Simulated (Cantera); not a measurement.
## Thermodynamics of chlorosilane synthesis and conversion, feed SiCl4 + HCl + H2

Charge: 1 mol SiCl4, 2.7 mol HCl, 7.6 mol H2, held at 100000 Pa.

Method: chemical equilibrium by Gibbs-energy minimisation in Cantera with the NASA 1993 tables (ideal gas, pure condensed phases). Candidate condensed phases: Si; 19 gas species. The tables' values for SiCl3 are old estimates; treat these amounts as uncertain. Kinetics and transport are ignored.

From 750 K to 1200 K nothing is condensed. The main Si-bearing gas is SiCl4 throughout.

| T (K) | x H2 | x HCl | x SiCl4 | x SiHCl3 | x SiCl3 | x SiCl2 | x SiH2Cl2 | x H |
|---|---|---|---|---|---|---|---|---|
| 750 | 0.672 | 0.239 | 0.0884 | 0.000113 | 3.24e-8 | 2.19e-12 | 1.05e-8 | <1e-12 |
| 800 | 0.672 | 0.239 | 0.0883 | 0.000224 | 1.89e-7 | 4.52e-11 | 4.61e-8 | 2.38e-12 |
| 850 | 0.672 | 0.239 | 0.0881 | 0.000410 | 8.96e-7 | 6.47e-10 | 1.68e-7 | 1.68e-11 |
| 900 | 0.672 | 0.240 | 0.0878 | 0.000699 | 3.55e-6 | 6.83e-9 | 5.28e-7 | 9.58e-11 |
| 950 | 0.671 | 0.240 | 0.0874 | 0.00112 | 1.21e-5 | 5.58e-8 | 1.46e-6 | 4.56e-10 |
| 1000 | 0.671 | 0.241 | 0.0867 | 0.00170 | 3.62e-5 | 3.66e-7 | 3.61e-6 | 1.86e-9 |
| 1050 | 0.670 | 0.242 | 0.0859 | 0.00247 | 9.70e-5 | 1.98e-6 | 8.12e-6 | 6.64e-9 |
| 1100 | 0.669 | 0.243 | 0.0848 | 0.00345 | 0.000236 | 9.11e-6 | 1.68e-5 | 2.11e-8 |
| 1150 | 0.667 | 0.244 | 0.0833 | 0.00462 | 0.000524 | 3.61e-5 | 3.22e-5 | 6.10e-8 |
| 1200 | 0.665 | 0.246 | 0.0812 | 0.00597 | 0.00108 | 0.000126 | 5.75e-5 | 1.61e-7 |
x: gas mole fraction; nothing condenses.
